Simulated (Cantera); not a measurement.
Standard-state values (1 bar) from the NASA 1993 polynomials, evaluated with Cantera. Values are per mole of reaction as written; species without (g) are pure solids or liquids, kept so even where they would boil at 1 bar. ZrN: taken at fixed stoichiometry.

2 N₂O(g) + ZrN = ZrO₂ + 5 N(g)

| T (K) | ΔH° (kJ) | ΔS° (J/K) | ΔG° (kJ) | log10 K |
|---|---|---|---|---|
| 300 | ? | ? | ? | ? |
| 623 | ? | ? | ? | ? |
| 673 | 1480.6 | 366.4 | 1234.0 | -95.78 |
| 723 | ? | ? | ? | ? |
| 773 | 1483.0 | 369.7 | 1197.2 | -80.90 |
| 823 | 1484.1 | 371.0 | 1178.7 | -74.81 |
| 873 | ? | ? | ? | ? |

### Question
Some entries are withheld; supply them.

### Answer

- 300, ΔH° (kJ): 1468.0
- 300, ΔS° (J/K): 338.2
- 300, ΔG° (kJ): 1366.6
- 300, log10 K: -237.94
- 623, ΔH° (kJ): 1479.3
- 623, ΔS° (J/K): 364.3
- 623, ΔG° (kJ): 1252.3
- 623, log10 K: -105.00
- 723, ΔH° (kJ): 1481.8
- 723, ΔS° (J/K): 368.1
- 723, ΔG° (kJ): 1215.7
- 723, log10 K: -87.83
- 873, ΔH° (kJ): 1485.1
- 873, ΔS° (J/K): 372.2
- 873, ΔG° (kJ): 1160.1
- 873, log10 K: -69.41
